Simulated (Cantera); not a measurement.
# Dilute partial oxidation

An isothermal, constant-pressure homogeneous reactor starts with 0.666 % CH4, 1.37 % O2, 98.0 % N2, equivalence ratio 0.97, at 1423 K and 5.90 bar.

Computed with Cantera and GRI-Mech 3.0 (53 species, 325 reactions).

```tsv
t (s)	x CH4	x O2	x NO	x H2O	x HO2	x HCO	x C2H2
0.000200	0.00666	0.0137	<1e-12	5.01e-7	9.80e-8	<1e-12	<1e-12
0.000523	0.00666	0.0137	<1e-12	2.80e-6	1.08e-7	7.65e-12	2.28e-11
0.00137	0.00663	0.0137	<1e-12	1.53e-5	1.50e-7	6.63e-11	1.20e-9
0.00358	0.00653	0.0136	<1e-12	8.06e-5	3.39e-7	4.27e-10	4.10e-8
0.00936	0.00568	0.0131	2.23e-11	0.000750	1.27e-6	4.12e-9	3.80e-6
0.0245	<1e-12	0.000420	1.55e-6	0.0133	1.34e-7	<1e-12	<1e-12
0.0641	<1e-12	0.000393	1.56e-6	0.0133	1.21e-8	<1e-12	<1e-12
0.168	<1e-12	0.000391	1.57e-6	0.0133	2.02e-9	<1e-12	<1e-12
0.438	<1e-12	0.000391	1.57e-6	0.0133	7.10e-10	<1e-12	<1e-12
1.15	<1e-12	0.000391	1.57e-6	0.0133	5.57e-10	<1e-12	<1e-12
3.00	<1e-12	0.000391	1.57e-6	0.0133	5.54e-10	<1e-12	<1e-12
```
x: mole fraction; the columns are a selection and need not sum to one.

Equilibrium at this temperature and pressure: CH4 <1e-12, O2 0.000372, NO 3.88e-5, H2O 0.0133, HO2 5.34e-10, HCO <1e-12, C2H2 <1e-12 (gas phase only).
